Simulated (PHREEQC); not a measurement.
Consider water at 93 °C with 0.038 mol HF, 0.22 mol NH4HF2, 0.022 mol H2SiF6 and 0.19 mol (CH3)4NCl per kg of water. Closed to the air; pH follows from the charge balance.

All values are PHREEQC results (ion-association model, phreeqc.dat), not measurements.

This is a speciation only: nothing precipitates in the calculation.

Question: Order these F species by the share of F that they hold, largest first: SiF6-2, HF, HF2-, F-.

Answer: HF (36 %), HF2- (27 %), SiF6-2 (22 %), F- (16 %)

The pH is 3.15 and the ionic strength 0.433 mol/kgw. (CH3)4N+ isn't in the database: it is added as a free cation with an ion size of 4 Å. At this temperature some constants are extrapolated from 25 °C, and those without enthalpy data are left unchanged. SiF6-2 is the database's only silicon fluoride.
